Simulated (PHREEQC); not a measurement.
**Brine: speciation**

Consider water at 10 °C with 1.8 mol/kgw HCl, 0.071 mol/kgw CaCl2 and 0.00039 mol/kgw H4SiO4. Closed to the air; pH follows from the charge balance.

Equilibrium calculation in PHREEQC: Pitzer model, pitzer.dat.

No solid was allowed to form.

Estimate the pH, density, activity of water.

pH -0.53; density 1.037 g/cm³; activity of water 0.922.

Species that the database lacks are ignored. In brines, pH and single-ion activities rest on the MacInnes convention. Constants without temperature data keep their 25 °C values here.
